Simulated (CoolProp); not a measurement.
Vapour pressure (kPa) of R13: the reference equation beside estimates from Tc = 29.9 °C, pc = 3973 kPa, ω = 0.175. Clausius-Clapeyron is anchored at -46.15 °C with a constant enthalpy of vaporisation of 13.56 kJ/mol.

Model: reference Helmholtz-energy equation of state, Platzer 1990, in CoolProp. This equation is an older, rougher fit; its heat capacities, sound speeds and derivatives of the liquid may be far off and weren't checked against measurements.

| T (°C) | reference | Clausius-Clapeyron | Redlich-Kwong | Soave-Redlich-Kwong | Peng-Robinson |
|---|---|---|---|---|---|
| -51.65 | 392.9 | 404.6 | 495.1 | 390.8 | 388.2 |
| -48.85 | 437.3 | 443.6 | 546.8 | 435.6 | 432.3 |
| -46.15 | 483.7 | 483.7 | 600.1 | 482.3 | 478.3 |
| -43.45 | 533.6 | 526.3 | 657.0 | 532.8 | 527.9 |
| -40.75 | 587.3 | 571.6 | 717.6 | 587.0 | 581.3 |
| -37.95 | 647.0 | 621.4 | 784.4 | 647.4 | 640.8 |
| -35.25 | 708.8 | 672.3 | 852.9 | 710.0 | 702.4 |
| -32.55 | 774.7 | 726.1 | 925.4 | 776.9 | 768.3 |
| -29.75 | 847.8 | 785.0 | 1005 | 851.1 | 841.4 |
| -27.05 | 923.0 | 844.9 | 1086 | 927.4 | 916.6 |
| -24.35 | 1003 | 908.0 | 1171 | 1009 | 996.8 |
| -21.65 | 1088 | 974.2 | 1261 | 1095 | 1082 |
| -18.85 | 1181 | 1046 | 1359 | 1190 | 1176 |

Absolute difference from the reference over all 13 rows, mean and median: Clausius-Clapeyron 5.5 and 5.1 %, Redlich-Kwong 20.4 and 20.3 %, Soave-Redlich-Kwong 0.4 and 0.4 %, Peng-Robinson 0.9 and 0.9 %.
